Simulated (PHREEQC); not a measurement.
AlCl3 is added in steps, without added water, to 1 kg of water holding 0.041 mol NaOH, 0.0063 mol K2SO4 and 4.3e-05 mol H4SiO4, at 25 °C. Oxygen is held at 0.21 atm. CO2 is held at log p = -3.4 (atm). The run lets Al(OH)3(a), SiO2(a), Basaluminite, Halite, Mirabilite, Nahcolite, Natron, AlumK precipitate or redissolve, and no other solid.

Base run: PHREEQC, ion-association model, wateq4f.dat. Each further column changes one thing. The table gives pH.

```csv
AlCl3 added (mol),base,database phreeqc.dat,Debye-Hückel limiting law,metal-ligand complexes left out,Davies equation for every ion
0,9.50,9.50,9.45,9.54,9.50
0.007625,9.19,9.19,9.14,9.21,9.18
0.01525,8.47,4.92,8.43,8.48,8.47
0.02287,3.83,4.61,4.06,3.76,3.89
0.0305,3.73,4.52,4.05,3.66,3.80
0.03812,3.68,4.47,4.09,3.61,3.76
0.04575,3.65,4.44,4.14,3.57,3.73
0.05337,3.63,4.41,4.19,3.55,3.71
0.061,3.61,4.39,4.24,3.53,3.69
```

 phreeqc.dat and wateq4f.dat share most of their constants, so their agreement is no independent check. Solids allowed in the column 'database phreeqc.dat': SiO2(a), Al(OH)3(a), Halite, Sylvite.
